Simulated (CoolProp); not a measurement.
Nitrogen along the isobar 15900 kPa: density (kg/m³) from the reference equation and from simpler models built on Tc = -147.0 °C, pc = 3396 kPa, ω = 0.037; each cubic takes its own stable root.

Computed with CoolProp (reference Helmholtz-energy equation of state, Span 2000).

```tsv
T (°C)	phase	reference	Redlich-Kwong	Peng-Robinson
-167.55	liquid	730.7	733.9	822.8
-157.95	liquid	690.1	688.1	770.1
-148.35	liquid	647.1	___	713.3
-138.75	supercritical	601.6	590.3	653.1
-129.05	supercritical	553.1	539.6	___
-119.45	supercritical	503.8	490.4	529.8
-109.85	supercritical	455.2	444.1	473.3
-100.25	supercritical	409.9	___	423.3
-90.55	supercritical	369.7	___	380.6
-80.95	supercritical	335.8	334.3	___
-71.35	supercritical	307.5	307.9	316.1
-61.65	supercritical	283.6	285.3	291.5
-52.05	supercritical	263.7	266.3	271.1
-42.45	supercritical	___	250.0	253.6
-32.85	supercritical	232.3	235.8	238.6
-23.15	supercritical	219.5	223.2	225.3
```

Question: Complete the blanks.

Answer: 
- -148.35, Redlich-Kwong: 640.0
- -129.05, Peng-Robinson: 590.6
- -100.25, Redlich-Kwong: 402.3
- -90.55, Redlich-Kwong: 365.4
- -80.95, Peng-Robinson: 345.3
- -42.45, reference: 246.8
